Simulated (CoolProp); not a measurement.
Decamethyltetrasiloxane (MD2M) along the isotherm 600 K: fugacity coefficient from the reference equation and from simpler models built on Tc = 599.4 K, pc = 11.44 bar, ω = 0.635; each cubic takes its own stable root.

Values from CoolProp's reference Helmholtz-energy equation of state, Thol 2017.

```
p (bar)  phase  reference  van der Waals  Redlich-Kwong  Soave-Redlich-Kwong  Peng-Robinson
-------  -----  ---------  -------------  -------------  -------------------  -------------
0.409      gas     0.9886         0.9894         0.9879               0.9879         0.9865
0.817      gas     0.9772         0.9789         0.9758               0.9759         0.9732
1.23       gas     0.9658         0.9682         0.9637               0.9637         0.9598
1.63       gas     0.9548         0.9579         0.9520               0.9521         0.9469
2.04       gas     0.9435         0.9474         0.9401               0.9401         0.9338
2.45       gas     0.9323         0.9369         0.9282               0.9282         0.9207
2.86       gas     0.9211         0.9263         0.9163               0.9164         0.9078
3.27       gas     0.9099         0.9158         0.9045               0.9046         0.8949
3.68       gas     0.8988         0.9053         0.8927               0.8929         0.8821
4.09       gas     0.8877         0.8948         0.8810               0.8811         0.8694
4.49       gas     0.8768         0.8845         0.8696               0.8697         0.8570
4.9        gas     0.8657         0.8740         0.8579               0.8581         0.8444
5.31       gas     0.8546         0.8635         0.8462               0.8464         0.8319
5.72       gas     0.8435         0.8529         0.8346               0.8348         0.8194
```
